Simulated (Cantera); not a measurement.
Source: NASA polynomial tables (part measured, part estimated), evaluated in Cantera. Values are per mole of reaction as written; species without (g) are pure solids or liquids, kept so even where they would boil at 1 bar. ZrN: taken at fixed stoichiometry.

Task: Between 300 and 1175 K, where is each reaction favourable under standard conditions?
- 4 H2O(g) + N2(g) + 2 ZrO2(g) = 8 OH(g) + 2 ZrN

Result: 
- 4 H2O(g) + N2(g) + 2 ZrO2(g) = 8 OH(g) + 2 ZrN: ΔG° is 1108 kJ at 300 K and 1021 kJ at 1175 K; it stays positive (K < 1). ΔH° is 1167 kJ and ΔS° 124 J/K at 1175 K.
